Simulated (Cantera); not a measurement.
Input: 1 mol SiH₄, 0.0058 mol C₂H₄, 890 mol H₂, held at 1800 °C.

Equilibrium computed with Cantera from the NASA thermochemical tables; the gas is ideal and each condensed phase is pure. Candidate condensed phases: C, C₆H₆, C₇H₈, C₈H₁₈, Si, SiC; 87 gas species. Gases not in the tables: Si₂H₆ and higher silanes. Kinetics and transport are ignored.

Which condensed phases are stable at each of these points (P (Pa)): 100, 320, 1000, 3200, 10000, 32000, 100000?


| P (Pa) | condensed phases | Si condensed (%) |
|---|---|---|
| 100 | gas only | 0.0 |
| 320 | gas only | 0.0 |
| 1000 | gas only | 0.0 |
| 3200 | gas only | 0.0 |
| 10000 | gas only | 0.0 |
| 32000 | Si(l) | 47.0 |
| 100000 | Si(l) | 71.2 |

From 1.00 mbar to 0.100 bar nothing is condensed. From 0.320 bar to 1.00 bar the condensed part is Si(l).
